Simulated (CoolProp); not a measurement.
Vapour-liquid equilibrium of CHF3 (R23) (1) + R113 (2) at 273.7 K; x and y are mole fractions of (1).

The numbers come from the multi-fluid Helmholtz-energy mixture model, Penoncello 2003 and Marx 1992; pair parameters Bell 2016 in CoolProp.

Q: Give the bubble pressure and the first vapour's composition at x = 0.2, 0.35, 0.65. Is there an azeotrope?

A: x = 0.2: 0.8517 MPa, y = 0.979; x = 0.35: 1.380 MPa, y = 0.986; x = 0.65: 1.863 MPa, y = 0.989. No azeotrope shows between x = 0.05 and 0.95.

The pair parameters rest on a limited set of measurements; away from them the model extrapolates. The gap from Raoult's law changes sign with composition, which may be real or a fault of the pair parameters; it wasn't checked against measurements. With so large a gap from Raoult's law the liquid may split in two, which this calculation doesn't test in full.
